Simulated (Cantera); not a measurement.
An isothermal, constant-pressure homogeneous reactor starts with 45.4 % N2O, 0.204 % H2, 54.4 % N2, at 1575 K and 8900 Pa.

Cantera simulation using GRI-Mech 3.0 (53 species, 325 reactions); the numbers are that mechanism's predictions, not measurements. GRI-Mech 3.0 was tuned for natural gas; its chemistry of N2O as a main component is partial and can be far from experiment. The temperature is held fixed by assumption; the heat of reaction is taken as removed at once.

x: mole fraction; the columns are a selection and need not sum to one.

```tsv
t (s)	x N2O	x H2	x O	x NO2	x NO	x N2
3.00e-5	0.453	0.00204	5.93e-5	1.20e-11	1.10e-5	0.544
9.49e-5	0.453	0.00201	0.000106	2.52e-9	7.60e-5	0.545
0.000300	0.452	[?]	0.000118	4.13e-7	0.000353	0.545
0.000949	0.447	[?]	0.000124	1.12e-5	0.00125	0.548
0.00300	0.432	[?]	0.000132	6.34e-5	0.00404	0.556
0.00949	0.393	[?]	0.000134	0.000112	0.0125	0.575
0.0300	0.295	[?]	0.000132	0.000117	0.0341	0.622
0.0949	0.126	[?]	0.000125	8.22e-5	0.0700	0.704
0.300	0.0120	[?]	8.70e-5	5.79e-5	0.0924	0.761
0.949	8.82e-5	[?]	1.47e-5	9.37e-5	0.0937	0.767
3.00	2.73e-6	7.43e-8	1.35e-5	9.68e-5	0.0936	0.767
9.49	2.71e-6	7.43e-8	1.35e-5	9.65e-5	0.0932	0.768
30.0	2.64e-6	7.41e-8	1.35e-5	9.54e-5	0.0920	0.768
```

Question: What belongs in the gaps?

Answer: 
- 0.000300, x H2: 0.00182
- 0.000949, x H2: 0.00104
- 0.00300, x H2: 0.000203
- 0.00949, x H2: 5.70e-6
- 0.0300, x H2: 2.97e-7
- 0.0949, x H2: 3.95e-7
- 0.300, x H2: 4.31e-7
- 0.949, x H2: 8.11e-8
